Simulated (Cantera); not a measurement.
# Adiabatic ignition

An adiabatic, constant-volume homogeneous reactor starts with CH4 : O2 : N2 = 1 : 1.25 : 20 (molar parts), at 1325 K and 5.00 bar.

Detailed kinetics in Cantera: GRI-Mech 3.0 (53 species, 325 reactions).

| t (s) | T (K) | P (bar) | x CH4 | x O2 | x N2O | x NO | x C2H6 |
|---|---|---|---|---|---|---|---|
| 1.00e-5 | 1325 | 5.00 | 0.0449 | 0.0562 | <1e-12 | <1e-12 | 4.10e-12 |
| 3.84e-5 | 1325 | 5.00 | 0.0449 | 0.0562 | 1.17e-12 | <1e-12 | 2.93e-10 |
| 0.000148 | 1325 | 5.00 | 0.0449 | 0.0562 | 1.34e-11 | <1e-12 | 3.39e-8 |
| 0.000567 | 1325 | 5.00 | 0.0449 | 0.0562 | 9.02e-11 | <1e-12 | 3.26e-6 |
| 0.00218 | 1326 | 5.00 | 0.0448 | 0.0561 | 5.51e-10 | <1e-12 | 3.94e-5 |
| 0.00837 | 1340 | 5.06 | 0.0426 | 0.0547 | 7.66e-9 | 1.24e-12 | 0.000462 |
| 0.0321 | 1973 | 7.69 | 4.26e-5 | 1.84e-8 | 1.24e-9 | 1.18e-5 | 5.76e-10 |
| 0.123 | 1972 | 7.69 | 7.21e-11 | 1.87e-8 | 9.38e-10 | 1.03e-5 | <1e-12 |
| 0.474 | 1972 | 7.69 | 6.81e-11 | 1.88e-8 | 4.41e-10 | 4.27e-6 | <1e-12 |
| 1.82 | 1972 | 7.69 | 6.76e-11 | 1.88e-8 | 3.69e-10 | 2.32e-6 | <1e-12 |
| 7.00 | 1972 | 7.69 | 6.75e-11 | 1.88e-8 | 3.67e-10 | 2.24e-6 | <1e-12 |
x: mole fraction; the columns are a selection and need not sum to one.

- time of steepest temperature rise = 12.9 ms
- temperature at 7.00 s = 1972 K
- equilibrium temperature = 1972 K
- x(CH4) at 7.00 s = 6.75e-11 (gas-phase equilibrium 7.61e-11)
- x(O2) at 7.00 s = 1.88e-8 (gas-phase equilibrium 1.88e-8)
- x(N2O) at 7.00 s = 3.67e-10 (gas-phase equilibrium 3.67e-10)
